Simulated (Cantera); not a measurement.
A Cantera script and its output.

```python
import numpy as np
import cantera as ct

gas = ct.Solution("h2o2.yaml")
gas.TPX = 1350, 2666, {'H2': 0.19, 'O2': 1, 'N2': 3.5, 'H2O': 0.0054}
inlet = ct.Reservoir(gas, clone=True)

reactor = ct.IdealGasConstPressureReactor(gas, energy="off", clone=False)
exhaust = ct.Reservoir(gas, clone=True)
tau = [2, 0.6, 0.18, 0.054, 0.016, 0.0048, 0.0014, 0.00042][0]
for a, b in ((inlet, reactor), (reactor, exhaust)):
    ct.MassFlowController(a, b, mdot=lambda t: reactor.mass / tau)
net = ct.ReactorNet([reactor])
show = ['H2', 'O2', 'HO2', 'H', 'O', 'OH', 'H2O']

rows = []
print(f"{'tau/s':>10s}{'T/K':>9s}" + "".join(f"{s:>11s}" for s in show))
for tau in [2, 0.6, 0.18, 0.054, 0.016, 0.0048, 0.0014, 0.00042]:
    net.initial_time = 0.0
    net.advance(30 * tau)
    before = gas.X
    net.advance(40 * tau)
    drift = np.max(np.abs(gas.X - before) / (gas.X + 1e-9))
    rows.append([gas.T, *gas[show].X, drift])
    print(f"{tau:10.3e}{gas.T:9.1f}" + "".join(f"{x:11.3e}" for x in gas[show].X))
```

Output:

```
     tau/s      T/K         H2         O2        HO2          H          O         OH        H2O
 2.000e+00   1350.0  1.434e-04  1.958e-01  6.402e-07  1.668e-04  1.180e-03  9.264e-04  4.174e-02
 6.000e-01   1350.0  3.040e-04  1.950e-01  9.215e-07  5.276e-04  2.539e-03  1.355e-03  4.114e-02
 1.800e-01   1350.0  6.127e-04  1.934e-01  1.186e-06  1.543e-03  5.186e-03  1.924e-03  3.993e-02
 5.400e-02   1350.0  1.120e-03  1.911e-01  1.372e-06  3.811e-03  9.459e-03  2.569e-03  3.779e-02
 1.600e-02   1350.0  1.815e-03  1.888e-01  1.462e-06  7.080e-03  1.411e-02  3.140e-03  3.495e-02
 4.800e-03   1350.0  2.905e-03  1.880e-01  1.500e-06  9.629e-03  1.636e-02  3.594e-03  3.220e-02
 1.400e-03   1350.0  5.648e-03  1.898e-01  1.526e-06  1.072e-02  1.510e-02  4.103e-03  2.859e-02
 4.200e-04   1350.0  1.301e-02  1.952e-01  1.505e-06  9.485e-03  1.067e-02  4.305e-03  2.172e-02
```

Cantera simulation using the H2/O2 subset of GRI-Mech 3.0, which has no nitrogen chemistry; the numbers are that mechanism's predictions, not measurements. Radical loss at walls, strong at low pressure, is not modelled. The temperature is held fixed by assumption; the heat of reaction is taken as removed at once.
